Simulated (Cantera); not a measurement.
Cantera run:

```python
import numpy as np
import cantera as ct

gas_names = """
    AL ALCL ALCL2 ALCL3 ALH ALN AL2 AL2CL6 CL CL2 H HCL H2 N NH NH2 NH3 N2 N2H2 N2H4
""".split()
cond_names = """
    AL(cr) AL(L) ALCL3(s) ALCL3(L) ALN(s) NH4CL(a) NH4CL(b)
""".split()


# ... load() reads the species with a 1 bar reference pressure and builds the phases ...
atoms = {
    'AlCl3': {'AL': 1, 'CL': 3},
    'NH3': {'N': 1, 'H': 3},
    'N2': {'N': 2},
}
top_T = {'ALN(s)': 2750}  # K; cautious upper limits of use, not melting points


# ... equilibrate(T, P, feed) seeds the gas with the atoms and calls Mixture.equilibrate('TP', solver="vcs", rtol=1e-11, max_steps=5000) ...
results = []
feed = {'AlCl3': 1, 'NH3': 2.5, 'N2': 720}  # mol
P = 3400  # Pa
for T in [1473, 1523, 1573, 1623, 1673, 1723, 1773, 1823, 1873, 1923]:
    mix = equilibrate(T, P, feed)
    results.append((T, P, feed, dict(zip(mix.species_names, mix.species_moles))))

top = {s: max(r[3][s] / sum(r[3][g] for g in gas_names) for r in results) for s in gas_names}
cols = sorted((s for s in top if top[s] > 0.001), key=lambda s: -top[s])[:9]
seen = [c for c in cond_names if any(r[3].get(c, 0) > 1e-12 for r in results)]
print("log10 of partial pressures in bar; condensed amounts in mol")
print(f"{'T/K':>10s}" + "".join(f"{s[:9]:>10s}" for s in cols + seen))
for T, P, feed, n in results:
    ng = sum(n[g] for g in gas_names)
    print(f"{T:10.4g}" + "".join(f"{np.log10(max(n[s] / ng * P / 1e5, 1e-99)):10.3f}" for s in cols)
          + "".join(f"{n.get(c, 0):10.4g}" for c in seen))
```

It prints:

```
log10 of partial pressures in bar; condensed amounts in mol
       T/K        N2        H2       HCL      ALCL    ALN(s)
      1473    -1.472    -3.847    -4.176    -4.915    0.2666
      1523    -1.472    -3.839    -4.215    -4.568         0
      1573    -1.472    -3.852    -4.158    -4.502         0
      1623    -1.472    -3.864    -4.118    -4.453         0
      1673    -1.472    -3.872    -4.091    -4.418         0
      1723    -1.472    -3.879    -4.074    -4.394         0
      1773    -1.472    -3.884    -4.065    -4.377         0
      1823    -1.472    -3.888    -4.061    -4.365         0
      1873    -1.472    -3.892    -4.062    -4.357         0
      1923    -1.472    -3.896    -4.066    -4.352         0
```

Method: chemical equilibrium by Gibbs-energy minimisation in Cantera with the NASA 1993 tables (ideal gas, pure condensed phases). The tables' values for AlCl2 are old estimates; treat these amounts as uncertain.
